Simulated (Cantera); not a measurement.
A Cantera script and its output.

```python
import numpy as np
import cantera as ct

gas = ct.Solution("gri30.yaml")
gas.TPX = 1350, 550, {'H2': 0.3, 'O2': 1, 'N2': 2.7}
inlet = ct.Reservoir(gas, clone=True)

reactor = ct.IdealGasConstPressureReactor(gas, energy="off", clone=False)
exhaust = ct.Reservoir(gas, clone=True)
tau = [0.38, 0.15, 0.059, 0.023, 0.0091, 0.0036, 0.0014, 0.00056][0]
for a, b in ((inlet, reactor), (reactor, exhaust)):
    ct.MassFlowController(a, b, mdot=lambda t: reactor.mass / tau)
net = ct.ReactorNet([reactor])
show = ['H2', 'O2', 'OH', 'N2O', 'HO2', 'H2O']

rows = []
print(f"{'tau/s':>10s}{'T/K':>9s}" + "".join(f"{s:>11s}" for s in show))
for tau in [0.38, 0.15, 0.059, 0.023, 0.0091, 0.0036, 0.0014, 0.00056]:
    net.initial_time = 0.0
    net.advance(30 * tau)
    before = gas.X
    net.advance(40 * tau)
    drift = np.max(np.abs(gas.X - before) / (gas.X + 1e-9))
    rows.append([gas.T, *gas[show].X, drift])
    print(f"{tau:10.3e}{gas.T:9.1f}" + "".join(f"{x:11.3e}" for x in gas[show].X))
```

Output:

```
     tau/s      T/K         H2         O2         OH        N2O        HO2        H2O
 3.800e-01   1350.0  3.001e-03  2.099e-01  4.679e-03  1.848e-09  4.616e-07  6.452e-02
 1.500e-01   1350.0  3.761e-03  2.073e-01  5.154e-03  1.623e-09  4.613e-07  6.028e-02
 5.900e-02   1350.0  4.454e-03  2.060e-01  5.451e-03  1.472e-09  4.585e-07  5.727e-02
 2.300e-02   1350.0  5.491e-03  2.061e-01  5.720e-03  1.308e-09  4.575e-07  5.498e-02
 9.100e-03   1350.0  7.656e-03  2.078e-01  6.090e-03  1.061e-09  4.581e-07  5.219e-02
 3.600e-03   1350.0  1.255e-02  2.117e-01  6.564e-03  7.095e-10  4.564e-07  4.725e-02
 1.400e-03   1350.0  2.364e-02  2.195e-01  6.658e-03  3.348e-10  4.422e-07  3.768e-02
 5.600e-04   1350.0  4.658e-02  2.335e-01  4.672e-03  8.483e-11  3.936e-07  2.014e-02
```

Cantera simulation using GRI-Mech 3.0 (53 species, 325 reactions); the numbers are that mechanism's predictions, not measurements. Radical loss at walls, strong at low pressure, is not modelled. The temperature is held fixed by assumption; the heat of reaction is taken as removed at once.
